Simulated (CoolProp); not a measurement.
Vapour-liquid equilibrium of neopentane (1) + n-pentane (2) at 305.4 K; x and y are mole fractions of (1).

The numbers come from the multi-fluid Helmholtz-energy mixture model, Lemmon 2006 and Thol 2019; pair parameters Bell 2016 in CoolProp.

Give the bubble pressure and the first vapour's composition at x = 0.125, 0.35, 0.8. Is there an azeotrope?

x = 0.125: 104.9 kPa, y = 0.253; x = 0.35: 133.5 kPa, y = 0.556; x = 0.8: 189.8 kPa, y = 0.899. No azeotrope shows between x = 0.05 and 0.95.

Pair parameters are fitted to limited data, so mixtures are less certain than the pure fluids.
